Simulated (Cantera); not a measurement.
Charge: 1 mol AlCl3, 4.5 mol N2, 120 mol H2, held at 1600 K and 2.90 mbar.

Method: chemical equilibrium by Gibbs-energy minimisation in Cantera with the NASA 1993 tables (ideal gas, pure condensed phases). Candidate condensed phases: Al, AlCl3, AlN, NH4Cl; 20 gas species. The tables' values for AlCl2 are old estimates; treat these amounts as uncertain. Rates play no part.

Base state: H2 0.940, N2 0.0356, HCl 0.0155, AlCl 0.00767, H 0.000979, AlCl2 0.000203, AlCl3 2.95e-5, Cl 1.28e-5 (mole fractions); condensed: gas only.

Task: What changes in the equilibrium state with this change: temperature from 1600 K to 2173 K?

Result: 
| species | before | after |
|---|---|---|
| H2 | 0.940 | 0.859 |
| H | 0.000979 | 0.0831 |
| N2 | 0.0356 | 0.0341 |
| HCl | 0.0155 | 0.0150 |
| AlCl | 0.00767 | 0.00663 |
| AlCl3 | 2.95e-5 | 3.59e-8 |
| Al | 3.50e-6 | 0.000920 |
| Cl | 1.28e-5 | 0.00106 |
